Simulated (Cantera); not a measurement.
Source: NASA polynomial tables (part measured, part estimated), evaluated in Cantera. Values are per mole of reaction as written; species without (g) are pure solids or liquids, kept so even where they would boil at 1 bar.

2 B + 2 NO(g) = N2(g) + B2O2(g), with ΔH° = -638.6 kJ and ΔS° = 1.1 J/K at 300 K.

How far is the shortcut ΔG° ≈ ΔH°(300 K) − T·ΔS°(300 K) from the full temperature-dependent value at 2148, 2248, 2348, 2448, 2548, 2648, 2748, 2848 K?


```json
[
 {"T (K)": "2148", "shortcut (kJ)": "-640.9", "full (kJ)": "-632.6", "difference (kJ)": "-8.3", "difference in log10 K": "0.20", "condensed phases": "B(s)"},
 {"T (K)": "2248", "shortcut (kJ)": "-641.0", "full (kJ)": "-631.7", "difference (kJ)": "-9.4", "difference in log10 K": "0.22", "condensed phases": "B(s)"},
 {"T (K)": "2348", "shortcut (kJ)": "-641.1", "full (kJ)": "-630.7", "difference (kJ)": "-10.5", "difference in log10 K": "0.23", "condensed phases": "B(s)"},
 {"T (K)": "2448", "shortcut (kJ)": "-641.3", "full (kJ)": "-625.4", "difference (kJ)": "-15.9", "difference in log10 K": "0.34", "condensed phases": "B(l)"},
 {"T (K)": "2548", "shortcut (kJ)": "-641.4", "full (kJ)": "-620.0", "difference (kJ)": "-21.4", "difference in log10 K": "0.44", "condensed phases": "B(l)"},
 {"T (K)": "2648", "shortcut (kJ)": "-641.5", "full (kJ)": "-614.5", "difference (kJ)": "-27.0", "difference in log10 K": "0.53", "condensed phases": "B(l)"},
 {"T (K)": "2748", "shortcut (kJ)": "-641.6", "full (kJ)": "-609.0", "difference (kJ)": "-32.6", "difference in log10 K": "0.62", "condensed phases": "B(l)"},
 {"T (K)": "2848", "shortcut (kJ)": "-641.7", "full (kJ)": "-603.4", "difference (kJ)": "-38.3", "difference in log10 K": "0.70", "condensed phases": "B(l)"}
]
```
The shortcut ignores heat capacities and the phase changes listed.
